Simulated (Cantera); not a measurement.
Input (Python, Cantera) and output of one run.

```python
import numpy as np
import cantera as ct

gas_names = """
    CL2 BF3 BCL3 F2 CL F
""".split()
cond_names = """

""".split()


# ... load() reads the species with a 1 bar reference pressure and builds the phases ...
species = {s.name: s for s in load("nasa_gas.yaml", gas_names) + load("nasa_condensed.yaml", cond_names)}
# Each term lists the table entries of one substance; the one whose range holds T is used.
reactions = {
    '3 Cl2(g) + 2 BF3(g) = 2 BCl3(g) + 3 F2(g)':
        [(-3, ['CL2']), (-2, ['BF3']), (2, ['BCL3']), (3, ['F2'])],
    '2 BF3(g) + 6 Cl(g) = 2 BCl3(g) + 3 F2(g)':
        [(-2, ['BF3']), (-6, ['CL']), (2, ['BCL3']), (3, ['F2'])],
    '2 BCl3(g) + 6 F(g) = 2 BF3(g) + 3 Cl2(g)':
        [(-2, ['BCL3']), (-6, ['F']), (2, ['BF3']), (3, ['CL2'])],
}


def pick(names, T):
    return next(species[n] for n in names if species[n].thermo.min_temp <= T <= species[n].thermo.max_temp)


results = []
for label, terms in reactions.items():
    print(label)
    print("     T/K   dH/kJ  dS/(J/K)   dG/kJ   log10 K")
    for T in [450, 525, 600, 675, 750, 825, 900]:
        used = [(nu, pick(names, T)) for nu, names in terms]
        dH = sum(nu * s.thermo.h(T) for nu, s in used) / 1e6
        dS = sum(nu * s.thermo.s(T) for nu, s in used) / 1e3
        dG = dH - T * dS / 1e3
        logK = -dG * 1e6 / (ct.gas_constant * T * np.log(10))
        results.append((label, T, dH, dS, dG, logK, [s.name for _, s in used]))
        print(f"{T:8g} {dH:8.1f} {dS:8.1f} {dG:8.1f} {logK:8.2f}")
```

It prints:

```
3 Cl2(g) + 2 BF3(g) = 2 BCl3(g) + 3 F2(g)
     T/K   dH/kJ  dS/(J/K)   dG/kJ   log10 K
     450   1467.6     16.9   1460.0  -169.47
     525   1468.7     19.0   1458.7  -145.13
     600   1469.6     20.7   1457.2  -126.86
     675   1470.5     22.0   1455.6  -112.64
     750   1471.2     23.1   1453.9  -101.26
     825   1471.9     24.0   1452.1   -91.94
     900   1472.5     24.7   1450.3   -84.17
2 BF3(g) + 6 Cl(g) = 2 BCl3(g) + 3 F2(g)
     T/K   dH/kJ  dS/(J/K)   dG/kJ   log10 K
     450    735.5   -316.8    878.0  -101.92
     525    734.4   -319.1    901.9   -89.73
     600    733.2   -321.1    925.9   -80.61
     675    732.1   -322.9    950.1   -73.52
     750    731.0   -324.5    974.3   -67.86
     825    729.8   -325.9    998.7   -63.23
     900    728.7   -327.2   1023.2   -59.38
2 BCl3(g) + 6 F(g) = 2 BF3(g) + 3 Cl2(g)
     T/K   dH/kJ  dS/(J/K)   dG/kJ   log10 K
     450  -1949.7   -376.8  -1780.2   206.63
     525  -1953.1   -383.6  -1751.7   174.28
     600  -1956.0   -388.9  -1722.7   149.97
     675  -1958.6   -393.0  -1693.4   131.04
     750  -1961.0   -396.4  -1663.8   115.87
     825  -1963.2   -399.1  -1633.9   103.45
     900  -1965.2   -401.5  -1603.9    93.09
```

Standard-state values (1 bar) from the NASA 1993 polynomials, evaluated with Cantera. Condensed species are held in their standard states even where they would react or evaporate.
